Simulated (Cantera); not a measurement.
A closed system holds: 1 mol Si, 3.8 mol H₂, a varied amount of Cl₂, equilibrated at 1100 K and 1 atm.

Cantera equilibrium calculation (NASA polynomials, part measured and part estimated; ideal gas, pure solids and liquids). Candidate condensed phases: Si; 19 gas species. Rates play no part.

Q: Which condensed phases are stable at each of these points (n(Cl₂) (mol)): 0.5, 0.7, 0.91, 1.1, 1.3, 1.5, 1.7, 1.9, 2.1, 2.3, 2.5, 2.8, 3?

A: 
| n(Cl₂) (mol) | condensed phases | Si condensed (%) |
|---|---|---|
| 0.5 | Si(s) | 73.7 |
| 0.7 | Si(s) | 62.8 |
| 0.91 | Si(s) | 51.5 |
| 1.1 | Si(s) | 41.3 |
| 1.3 | Si(s) | 30.6 |
| 1.5 | Si(s) | 19.9 |
| 1.7 | Si(s) | 9.3 |
| 1.9 | gas only | 0.0 |
| 2.1 | gas only | 0.0 |
| 2.3 | gas only | 0.0 |
| 2.5 | gas only | 0.0 |
| 2.8 | gas only | 0.0 |
| 3 | gas only | 0.0 |

From 0.5 mol Cl₂ to 1.7 mol Cl₂ the condensed part is Si(s). From 1.9 mol Cl₂ to 3 mol Cl₂ nothing is condensed.
